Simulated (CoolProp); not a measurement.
Vapour-liquid equilibrium of n-octane (1) + p-xylene (2) at 460.9 K; x and y are mole fractions of (1).

Model: multi-fluid Helmholtz-energy mixture model, Beckmüller 2019 and Zhou 2012; pair parameters Bell 2016, in CoolProp.

```csv
x,bubble pressure (MPa),y at the bubble point,dew pressure at overall composition x (MPa),liquid density (mol/L)
0.05,0.3330,0.074,0.3298,6.484
0.15,0.3505,0.204,0.3432,6.258
0.25,0.3655,0.317,0.3566,6.045
0.35,0.3786,0.419,0.3697,5.844
0.45,0.3902,0.514,0.3824,(withheld)
0.55,0.4005,0.605,(withheld),5.475
0.65,0.4097,0.693,0.4052,(withheld)
0.75,0.4179,0.781,0.4151,5.145
0.85,0.4253,0.868,0.4239,4.992
0.95,0.4320,0.956,0.4316,4.848
```

Q: What belongs in the gaps?

A: 
- 0.45, liquid density (mol/L): 5.655
- 0.55, dew pressure at overall composition x (MPa): 0.3943
- 0.65, liquid density (mol/L): 5.306

No azeotrope shows between x = 0.05 and 0.95.

Pair parameters are fitted to limited data, so mixtures are less certain than the pure fluids.
